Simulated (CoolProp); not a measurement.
Vapour-liquid equilibrium of n-hexane (1) + n-decane (2) at 0.062 MPa; x and y are mole fractions of (1).

Model: multi-fluid Helmholtz-energy mixture model, Thol 2019 and Lemmon 2006; pair parameters Kunz 2012, in CoolProp.

### Question
Give the bubble temperature and the first vapour's composition at x = 0.2, 0.575, 0.725. Is there an azeotrope?

### Answer
x = 0.2: 379.9 K, y = 0.833; x = 0.575: 344.2 K, y = 0.981; x = 0.725: 336.8 K, y = 0.991. No azeotrope shows between x = 0.05 and 0.95.

Pair parameters are fitted to limited data, so mixtures are less certain than the pure fluids.
